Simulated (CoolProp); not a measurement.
Model: reference Helmholtz-energy equation of state, Gao 2020, in CoolProp.

Problem. For ammonia, give the phase and the Joule-Thomson coefficient (K/MPa), isothermal compressibility (1/MPa) at -52.55 °C and 13.6 MPa; -17.15 °C and 13.6 MPa.

Solution. 
- -52.55 °C and 13.6 MPa: liquid; Joule-Thomson coefficient -0.209, isothermal compressibility 0.000570
- -17.15 °C and 13.6 MPa: liquid; Joule-Thomson coefficient -0.178, isothermal compressibility 0.000806
